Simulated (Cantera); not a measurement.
**SiCl₄ + N₂ (silicon nitride deposition)**

A closed system holds: 1 mol SiCl₄, 12 mol N₂, held at 973 K and 89000 Pa.

Equilibrium computed with Cantera from the NASA thermochemical tables; the gas is ideal and each condensed phase is pure. Candidate condensed phases: Si, Si₃N₄; 13 gas species. Kinetics and transport are ignored.

| Quantity | Result |
|---|---|
| x(N₂) | 0.923 |
| x(SiCl₄) | 0.0769 |
| gas amount | 13.00 mol |
| log10 activity of Si(s) (absent) | -14.82 |
